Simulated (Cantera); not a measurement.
An adiabatic, constant-volume homogeneous reactor starts with CH4 : C2H6 : O2 : N2 = 1 : 0.042 : 9.8 : 24.5 (molar parts), at 1475 K and 10.0 bar.

Cantera simulation using GRI-Mech 3.0 (53 species, 325 reactions); the numbers are that mechanism's predictions, not measurements.

x: mole fraction; the columns are a selection and need not sum to one.

```csv
t (s),T (K),P (bar),x CH4,x C2H6,x O2,x CO,x C2H2,x OH,x NO
6.00e-6,1475,10.00,0.0283,0.00118,0.277,4.26e-8,5.08e-11,1.96e-7,<1e-12
1.91e-5,1475,10.0,0.0282,0.00116,0.277,3.44e-6,4.70e-9,1.44e-6,<1e-12
6.06e-5,1571,10.7,[?],[?],0.267,[?],[?],[?],2.62e-10
0.000192,2286,15.5,<1e-12,<1e-12,0.215,0.000178,<1e-12,0.00270,7.07e-5
0.000612,2285,15.5,<1e-12,<1e-12,0.215,0.000177,<1e-12,0.00270,[?]
0.00194,2283,15.5,<1e-12,<1e-12,0.215,0.000176,<1e-12,0.00268,0.000895
0.00617,2278,15.5,<1e-12,<1e-12,0.214,0.000171,<1e-12,0.00263,0.00271
0.0196,2267,15.4,<1e-12,<1e-12,0.212,0.000159,<1e-12,0.00251,0.00696
0.0623,2253,15.3,<1e-12,<1e-12,0.209,0.000147,<1e-12,0.00238,0.0120
0.198,2249,15.3,<1e-12,<1e-12,0.209,0.000144,<1e-12,0.00235,0.0131
0.629,2249,15.3,<1e-12,<1e-12,0.209,0.000144,<1e-12,0.00235,0.0132
2.00,2249,15.3,<1e-12,<1e-12,0.209,0.000144,<1e-12,0.00235,0.0132
```

Task: What belongs in the gaps?

Result: 
- 6.06e-5, x CH4: 0.0198
- 6.06e-5, x C2H6: 0.000690
- 6.06e-5, x CO: 0.00407
- 6.06e-5, x C2H2: 1.27e-5
- 6.06e-5, x OH: 8.60e-5
- 0.000612, x NO: 0.000272
